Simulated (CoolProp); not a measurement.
Values from CoolProp's reference Helmholtz-energy equation of state, Lemmon 2006. It is a short technical equation, of lower accuracy than the large ones.

### Question
For nitrous oxide, give the phase and the cp (kJ/(kg K)) at 292 K and 1.7 bar.

### Answer
- 292 K and 1.7 bar: gas; cp 0.882
